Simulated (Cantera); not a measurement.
Cantera run:

```python
import numpy as np
import cantera as ct

gas_names = """
    H HO2 H2 H2O H2O2 O OH O2 O3 Pb PbO Pb2
""".split()
cond_names = """
    H2O(s) H2O(L) Pb(cr) Pb(L) PbO(rd) PbO(yw) PbO(L) PbO2(s) Pb3O4(s)
""".split()


# ... load() reads the species with a 1 bar reference pressure and builds the phases ...
atoms = {
    'PbO': {'Pb': 1, 'O': 1},
    'H2O': {'H': 2, 'O': 1},
}
top_T = {'Pb3O4(s)': 820}  # K; cautious upper limits of use, not melting points


# ... equilibrate(T, P, feed) seeds the gas with the atoms and calls Mixture.equilibrate('TP', solver="vcs", rtol=1e-11, max_steps=5000) ...
results = []
feed = {'PbO': 1, 'H2O': 0.011}  # mol
P = 10000  # Pa
for T in [1175, 1200, 1225, 1250, 1275, 1300, 1325, 1350, 1375, 1400, 1425, 1450, 1475, 1500]:
    mix = equilibrate(T, P, feed)
    results.append((T, P, feed, dict(zip(mix.species_names, mix.species_moles))))

top = {s: max(r[3][s] / sum(r[3][g] for g in gas_names) for r in results) for s in gas_names}
cols = sorted((s for s in top if top[s] > 0.001), key=lambda s: -top[s])[:8]
seen = [c for c in cond_names if any(r[3].get(c, 0) > 1e-12 for r in results)]
print("log10 of partial pressures in bar; condensed amounts in mol")
print(f"{'T/K':>10s}" + "".join(f"{s[:9]:>10s}" for s in cols + seen))
for T, P, feed, n in results:
    ng = sum(n[g] for g in gas_names)
    print(f"{T:10.4g}" + "".join(f"{np.log10(max(n[s] / ng * P / 1e5, 1e-99)):10.3f}" for s in cols)
          + "".join(f"{n.get(c, 0):10.4g}" for c in seen))
```

It prints:

```
log10 of partial pressures in bar; condensed amounts in mol
       T/K       H2O       PbO        Pb        O2    PbO(L)
      1175    -1.000    -4.395    -5.184    -5.464         1
      1200    -1.000    -4.166    -4.952    -5.237         1
      1225    -1.001    -3.947    -4.730    -5.020         1
      1250    -1.001    -3.738    -4.518    -4.811         1
      1275    -1.002    -3.538    -4.315    -4.610         1
      1300    -1.002    -3.346    -4.120    -4.416    0.9999
      1325    -1.004    -3.161    -3.933    -4.231    0.9999
      1350    -1.006    -2.984    -3.753    -4.052    0.9999
      1375    -1.008    -2.814    -3.580    -3.880    0.9998
      1400    -1.012    -2.650    -3.413    -3.714    0.9997
      1425    -1.018    -2.493    -3.253    -3.554    0.9996
      1450    -1.026    -2.341    -3.099    -3.400    0.9994
      1475    -1.037    -2.195    -2.950    -3.251    0.9991
      1500    -1.052    -2.054    -2.806    -3.108    0.9987
```

These are equilibrium values from Cantera (NASA tables, ideal gas, pure condensed phases), not measurements of a reactor. Gases not in the tables: (PbO)n polymers.
